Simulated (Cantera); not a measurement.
A perfectly stirred reactor is fed with NO : N₂ = 1 : 0.17 (molar parts), at 120 Torr; it is held at 1898 K, and followed from long to short residence time.

Model: GRI-Mech 3.0 (53 species, 325 reactions), integrated in Cantera.

### Question
Predict: x(NO) at τ = 17.0 s; x(O₂) at τ = 17.0 s; x(N₂) at τ = 17.0 s; x(N₂O) at τ = 17.0 s; x(O) at τ = 17.0 s; x(NO) at τ = 78.0 ms; x(O₂) at τ = 78.0 ms; x(N₂) at τ = 78.0 ms; x(N₂O) at τ = 78.0 ms; x(O) at τ = 78.0 ms.

### Answer
x(NO) at τ = 17.0 s: 0.251
x(O₂) at τ = 17.0 s: 0.301
x(N₂) at τ = 17.0 s: 0.447
x(N₂O) at τ = 17.0 s: 2.14e-5
x(O) at τ = 17.0 s: 0.000410
x(NO) at τ = 78.0 ms: 0.843
x(O₂) at τ = 78.0 ms: 0.00533
x(N₂) at τ = 78.0 ms: 0.151
x(N₂O) at τ = 78.0 ms: 0.000274
x(O) at τ = 78.0 ms: 0.000108
